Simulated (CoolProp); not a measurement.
A Linde-Hampson liquefier for nitrogen: isothermal reversible compression at 250 K from 1 atm to 15 MPa, throttling to 1 atm, return gas leaving the recuperator 0 K below the feed. Each further row changes one setting.

Computed with CoolProp (reference Helmholtz-energy equation of state, Span 2000).

```csv
case,liquid yield per pass,compression work (kJ/kg of gas)
as stated,(withheld),365
high pressure 30 MPa,(withheld),418
warm-end temperature 280 K,0.076,(withheld)
warm-end gap 5 K,(withheld),365
```

**Question.** Some entries are withheld; supply them.

**Answer.** 
- as stated, liquid yield per pass: 0.106
- high pressure 30 MPa, liquid yield per pass: 0.150
- warm-end temperature 280 K, compression work (kJ/kg of gas): 413
- warm-end gap 5 K, liquid yield per pass: 0.094
